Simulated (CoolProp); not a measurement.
Values from CoolProp's reference Helmholtz-energy equation of state, Gedanitz 2015.

**Question.** For cyclopentane, give the phase and the cp (kJ/(kg K)), speed of sound (m/s), Joule-Thomson coefficient (K/MPa) at 525.1 K and 0.366 MPa.

**Answer.** 
- 525.1 K and 0.366 MPa: gas; cp 2.28, speed of sound 250, Joule-Thomson coefficient 6.64
